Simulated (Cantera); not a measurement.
Thermodynamics of nitride etching, feed BN + O2 + N2

A closed system holds: 1 mol BN, 1.5 mol O2, 59 mol N2, equilibrated at 13.3 mbar.

Cantera equilibrium calculation (NASA polynomials, part measured and part estimated; ideal gas, pure solids and liquids). Candidate condensed phases: B, BN, B2O3; 17 gas species. The numbers say what is thermodynamically allowed, not how fast it happens.

```json
[
 {"T (°C)": "552", "x N2": "0.988", "x O2": "0.0124", "x B2O3": "<1e-12", "x BO2": "<1e-12", "x NO": "8.28e-7", "n B2O3(l)": "0.500"},
 {"T (°C)": "702", "x N2": "0.988", "x O2": "0.0124", "x B2O3": "7.35e-11", "x BO2": "5.71e-11", "x NO": "6.43e-6", "n B2O3(l)": "0.500"},
 {"T (°C)": "852", "x N2": "0.988", "x O2": "0.0124", "x B2O3": "5.00e-8", "x BO2": "1.38e-8", "x NO": "2.89e-5", "n B2O3(l)": "0.500"},
 {"T (°C)": "1002", "x N2": "0.987", "x O2": "0.0124", "x B2O3": "6.90e-6", "x BO2": "8.89e-7", "x NO": "9.12e-5", "n B2O3(l)": "0.500"},
 {"T (°C)": "1152", "x N2": "0.987", "x O2": "0.0123", "x B2O3": "0.000322", "x BO2": "2.33e-5", "x NO": "0.000226", "n B2O3(l)": "0.480"},
 {"T (°C)": "1302", "x N2": "0.980", "x O2": "0.0120", "x B2O3": "0.00699", "x BO2": "0.000321", "x NO": "0.000463", "n B2O3(l)": "0.0662"},
 {"T (°C)": "1452", "x N2": "0.979", "x O2": "0.0117", "x B2O3": "0.00781", "x BO2": "0.000831", "x NO": "0.000838", "n B2O3(l)": "0"},
 {"T (°C)": "1602", "x N2": "0.978", "x O2": "0.0111", "x B2O3": "0.00737", "x BO2": "0.00170", "x NO": "0.00136", "n B2O3(l)": "0"},
 {"T (°C)": "1752", "x N2": "0.977", "x O2": "0.0102", "x B2O3": "0.00668", "x BO2": "0.00302", "x NO": "0.00201", "n B2O3(l)": "0"}
]
```
x: gas mole fraction; n: condensed amount in mol.

From 552 °C to 1302 °C the condensed part is B2O3(l). From 1452 °C to 1752 °C nothing is condensed.
